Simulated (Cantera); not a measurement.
An adiabatic, constant-pressure homogeneous reactor starts with CH4 : CO : O2 : N2 = 1 : 0.6 : 2.42 : 9.1 (molar parts), equivalence ratio 0.95, at 1448 K and 500000 Pa. Integrator tolerance rtol = 1e-08.

Computed with Cantera and GRI-Mech 3.0 (53 species, 325 reactions).

Question: What does this change do: pressure from 500000 Pa to 101000 Pa?

Answer: 
```tsv
quantity	before	after
time of steepest temperature rise	0.621 ms	2.01 ms
temperature at 6.00 s	2809 K	2703 K
equilibrium temperature	2809 K	2703 K
x(CH4) at 6.00 s	<1e-12 (gas-phase equilibrium <1e-12)	<1e-12 (gas-phase equilibrium <1e-12)
x(CO) at 6.00 s	0.0388 (gas-phase equilibrium 0.0388)	0.0454 (gas-phase equilibrium 0.0454)
x(O2) at 6.00 s	0.0225 (gas-phase equilibrium 0.0225)	0.0264 (gas-phase equilibrium 0.0264)
x(CO2) at 6.00 s	0.0820 (gas-phase equilibrium 0.0820)	0.0743 (gas-phase equilibrium 0.0743)
x(H) at 6.00 s	0.00361 (gas-phase equilibrium 0.00361)	0.00617 (gas-phase equilibrium 0.00617)
```
